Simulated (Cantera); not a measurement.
## Pyrogenic steam for wet oxidation

A perfectly stirred reactor is fed with 32.3 % H₂, 44.8 % O₂, 22.9 % N₂, at 100.0 Torr; it is held at 1200 K, and followed from long to short residence time.

Model: GRI-Mech 3.0 (53 species, 325 reactions), integrated in Cantera. The temperature is held fixed by assumption; the heat of reaction is taken as removed at once.

```tsv
τ (s)	x H₂	x O₂	x H₂O₂	x O	x H	x NO₂
20	4.10e-5	0.342	2.87e-7	1.46e-5	6.70e-7	3.07e-9
5.9	9.24e-5	0.342	5.01e-7	3.38e-5	2.30e-6	2.17e-9
1.8	0.000204	0.342	8.29e-7	7.64e-5	7.64e-6	1.25e-9
0.52	0.000463	0.342	1.35e-6	0.000179	2.67e-5	6.37e-10
0.16	0.000998	0.342	2.06e-6	0.000401	8.72e-5	3.82e-10
0.047	0.00217	0.342	3.03e-6	0.000912	0.000297	2.96e-10
0.014	0.00457	0.342	4.15e-6	0.00201	0.000991	2.68e-10
0.0041	0.00945	0.341	5.28e-6	0.00434	0.00331	2.40e-10
0.0012	0.0190	0.340	6.04e-6	0.00898	0.0107	2.03e-10
0.00037	0.0362	0.340	5.93e-6	0.0168	0.0297	1.53e-10
```
x: mole fraction; the columns are a selection and need not sum to one.
